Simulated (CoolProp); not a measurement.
The numbers come from the reference Helmholtz-energy equation of state, Thol 2014 in CoolProp.

Task: For chloromethane (R40), give the phase and the cp (kJ/(kg K)), cv (kJ/(kg K)) at -23.65 °C and 14.8 kPa; 108.95 °C and 705 kPa.

Result: 
- -23.65 °C and 14.8 kPa: gas; cp 0.754, cv 0.585
- 108.95 °C and 705 kPa: gas; cp 1.01, cv 0.795
